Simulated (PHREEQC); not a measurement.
Consider water at 25 °C with 1.8 mmol/kgw CdCl2, 0.14 mmol/kgw NiCl2, 3.1 mmol/kgw NaH2PO4 and 2.8 mmol/kgw Na2SO4. Closed to the air; pH follows from the charge balance.

The numbers come from PHREEQC with the ion-association model, wateq4f.dat.

Each row changes one thing in this solution. This is a speciation only: nothing precipitates in the calculation.

```tsv
case	pH	ionic strength (mol/kgw)	Cl- (mol/kgw)	SO4-2 (mol/kgw)	Cd+2 (mol/kgw)	CdSO4 (mol/kgw)	SI of CdOHCl (CdOHCl)	SI of Mirabilite (Na2SO4:10H2O)
as made	4.89	0.0153	0.00362	0.00238	0.00122	0.000313	-4.26	-5.95
0.00074 mol/kgw FeCl2 added	4.81	0.0166	0.00501	0.00236	0.00117	0.000287	-4.22	-5.97
diluted 10-fold with water	5.35	0.00169	0.000383	0.000269	0.000166	8.95e-6	-5.46	-8.70
diluted 2-fold with water	5.02	?	0.00185	0.00125	0.000694	0.000119	-4.59	?
temperature from 25 to 85 °C	4.91	0.0151	0.00360	0.00232	0.00117	0.000351	?	-8.34
NiCl2 replaced by CuCl2 at the same molality	4.89	0.0153	0.00362	0.00238	0.00122	0.000313	-4.26	-5.95
NaH2PO4 left out	6.41	?	0.00361	0.00238	0.00119	0.000336	-2.72	-6.31
```

Question: What belongs in the gaps?

Answer: 
- diluted 2-fold with water, ionic strength (mol/kgw): 0.00796
- diluted 2-fold with water, SI of Mirabilite (Na2SO4:10H2O): -6.76
- temperature from 25 to 85 °C, SI of CdOHCl (CdOHCl): -3.38
- NaH2PO4 left out, ionic strength (mol/kgw): 0.0121

H3PO4, which wateq4f.dat lacks, is added to it with the constant of phreeqc.dat. Away from 25 °C the constants follow the database's enthalpies or fits; those with neither stay at their 25 °C values. The database has no phosphate complexes of Cd, Ni.
